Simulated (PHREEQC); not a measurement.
City or well water

Synthetic water in mg/L, 20 °C, pH 8.77, pe 8: Na 41; K 0.361; Ca 23; Mg 31.5; Cl 28.7; S(6) as SO4 60.3; Alkalinity as HCO3 211; Pb 2.88.

Cl is adjusted to close the charge balance.
Valence states are taken as typed.

Equilibrium calculation in PHREEQC: ion-association model, phreeqc.dat.

The ionic strength comes out as 0.00743 mol/kgw and the specific conductance comes out as 463 µS/cm.

| species | molality | activity | log γ |
|---|---|---|---|
| HCO3- | 0.00301 | 0.00276 | -0.038 |
| Na+ | 0.00178 | 0.00163 | -0.038 |
| Mg+2 | 0.00115 | 0.000818 | -0.149 |
| Cl- | 0.000846 | 0.000773 | -0.039 |
| SO4-2 | 0.000538 | 0.000378 | -0.153 |
| Ca+2 | 0.000502 | 0.000354 | -0.152 |
| CO3-2 | 9.68e-5 | 6.84e-5 | -0.151 |
| MgSO4 | 6.35e-5 | 6.36e-5 | 0.001 |
| MgCO3 | 4.93e-5 | 4.94e-5 | 0.001 |
| CaCO3 | 3.70e-5 | 3.71e-5 | 0.001 |
| MgHCO3+ | 2.83e-5 | 2.59e-5 | -0.039 |
| CaSO4 | 2.29e-5 | 2.29e-5 | 0.001 |
| CaHCO3+ | 1.25e-5 | 1.14e-5 | -0.037 |
| CO2 | 1.13e-5 | 1.13e-5 | 0.001 |

No solid was allowed to form. The solution is supersaturated, for example in Pb(OH)2, Cerussite, so a real one may precipitate; this is no full list.
